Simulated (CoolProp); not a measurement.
Model: reference Helmholtz-energy equation of state, Lemmon 2005, in CoolProp.

Task: Give the vapour pressure (bar), enthalpy of vaporisation (kJ/kg), vapour Z, vapour viscosity (µPa s) of saturated R125 at -87.55 °C.

Result: 
```csv
T (°C),p (bar),enthalpy of vaporisation (kJ/kg),vapour Z,vapour viscosity (µPa s)
-87.55,0.0884,184,0.993,8.01
```

Viscosity comes from a separate model (Huber 2006).
